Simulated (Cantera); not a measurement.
An isothermal, constant-pressure homogeneous reactor starts with 0.705 % CO, 5.50 % O₂, 7.82 % H₂O, 86.0 % N₂, at 950 K and 9.90 bar.

Detailed kinetics in Cantera: GRI-Mech 3.0 (53 species, 325 reactions).

x: mole fraction; the columns are a selection and need not sum to one.

| t (s) | x CO | x O₂ | x H₂O | x CO₂ | x N₂O | x O |
|---|---|---|---|---|---|---|
| 0.000100 | 0.00705 | 0.0550 | 0.0782 | 2.53e-10 | <1e-12 | 5.25e-11 |
| 0.000286 | 0.00705 | 0.0550 | 0.0782 | 9.67e-10 | <1e-12 | 6.06e-11 |
| 0.000818 | 0.00705 | 0.0550 | 0.0782 | 3.47e-9 | <1e-12 | 6.16e-11 |
| 0.00234 | 0.00705 | 0.0550 | 0.0782 | 1.41e-8 | <1e-12 | 6.37e-11 |
| 0.00669 | 0.00705 | 0.0550 | 0.0782 | ? | 2.56e-12 | 7.04e-11 |
| 0.0191 | 0.00705 | 0.0550 | 0.0782 | 5.27e-7 | 8.69e-12 | 9.32e-11 |
| 0.0548 | 0.00704 | 0.0550 | 0.0782 | 5.00e-6 | 4.00e-11 | 1.93e-10 |
| 0.157 | 0.00699 | 0.0550 | 0.0782 | 6.19e-5 | 3.23e-10 | 6.85e-10 |
| 0.448 | 0.00654 | 0.0548 | 0.0783 | 0.000507 | 2.39e-9 | 1.25e-9 |
| 1.28 | 0.00529 | 0.0542 | 0.0783 | 0.00177 | 8.45e-9 | 9.83e-10 |
| 3.67 | 0.00322 | 0.0532 | 0.0784 | 0.00385 | 1.96e-8 | 5.11e-10 |
| 10.5 | ? | 0.0523 | 0.0785 | ? | ? | 1.42e-10 |
| 30.0 | 0.000324 | 0.0518 | 0.0785 | 0.00675 | 3.81e-8 | 2.33e-11 |

Problem. Fill in the missing entries.

Solution. 
- 0.00669, x CO₂: 7.46e-8
- 10.5, x CO: 0.00128
- 10.5, x CO₂: 0.00579
- 10.5, x N₂O: 3.20e-8
